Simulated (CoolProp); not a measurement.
Saturated liquid density (kg/m³) of decamethyltetrasiloxane (MD2M): the reference equation beside estimates from Tc = 599.4 K, pc = 1.144 MPa, ω = 0.635. Rackett uses Z = 0.29056 − 0.08775 ω.

The numbers come from the reference Helmholtz-energy equation of state, Thol 2017 in CoolProp.

```
T (K)   reference     Rackett  van der Waals  Redlich-Kwong  Soave-Redlich-Kwong
-----  ----------  ----------  -------------  -------------  -------------------
395.9  (withheld)       880.4          420.6          614.0                669.4
398.7       746.4       876.7          419.0          611.3                667.0
401.5       743.4       873.0          417.5          608.6                664.6
404.3       740.4       869.2     (withheld)          605.8                662.1
407         737.5       865.6          414.4     (withheld)                659.7
409.8       734.4  (withheld)          412.8          600.3                657.2
412.6       731.4       858.0          411.2          597.4                654.7
415.4       728.3  (withheld)          409.5     (withheld)                652.1
418.2       725.2  (withheld)          407.9          591.6                649.4
421         722.1       846.5          406.2          588.7                646.7
423.8       719.0       842.6          404.6          585.7                644.0
426.6       715.8       838.6          402.9          582.7                641.3
```

**Question.** Complete the blanks.

**Answer.** 
- 395.9, reference: 749.4
- 404.3, van der Waals: 415.9
- 407, Redlich-Kwong: 603.1
- 409.8, Rackett: 861.8
- 415.4, Rackett: 854.2
- 415.4, Redlich-Kwong: 594.5
- 418.2, Rackett: 850.3

Absolute difference from the reference over all 12 rows, mean and median: Rackett 17.3 and 17.3 %, van der Waals 43.8 and 43.8 %, Redlich-Kwong 18.3 and 18.3 %, Soave-Redlich-Kwong 10.5 and 10.5 %.
